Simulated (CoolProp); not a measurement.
R1224YDZ along the isotherm 410.4 K: Z from the reference equation and from simpler models built on Tc = 428.7 K, pc = 33.34 bar, ω = 0.325; each cubic takes its own stable root.

The numbers come from the reference Helmholtz-energy equation of state, Akasaka 2023 in CoolProp.

```csv
p (bar),phase,reference,Redlich-Kwong,Peng-Robinson
10.4,gas,0.8601,0.8676,0.8517
20.8,gas,0.6612,0.6912,0.6550
31.3,liquid,(withheld),0.1870,0.1584
41.7,liquid,0.1858,(withheld),0.1987
52.1,liquid,0.2266,0.2739,(withheld)
62.5,liquid,(withheld),0.3166,0.2766
72.9,liquid,0.3060,0.3585,(withheld)
83.4,liquid,0.3451,0.4000,0.3515
```

Q: Fill in the missing entries.

A: 
- 31.3, reference: 0.1442
- 41.7, Redlich-Kwong: 0.2304
- 52.1, Peng-Robinson: 0.2381
- 62.5, reference: 0.2666
- 72.9, Peng-Robinson: 0.3142
